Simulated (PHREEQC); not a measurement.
A solution holds 170 mmol/kgw H3PO4 and 54 mmol/kgw K2HPO4, at 25 °C. It is in equilibrium with CO2 at log p = 0 (atm). Otherwise closed; pH follows from the charge balance.

Model: ion-association model, wateq4f.dat, run in PHREEQC.

This is a speciation only: nothing precipitates in the calculation.

Problem. Estimate the pH.

Solution. pH 2.09.

Problem. In which forms is P present?

Solution. H2PO4- 53 %, H3PO4 47 % of the P.

Complexes and solids missing from the database can't appear. H3PO4, which wateq4f.dat lacks, is added to it with the constant of phreeqc.dat.
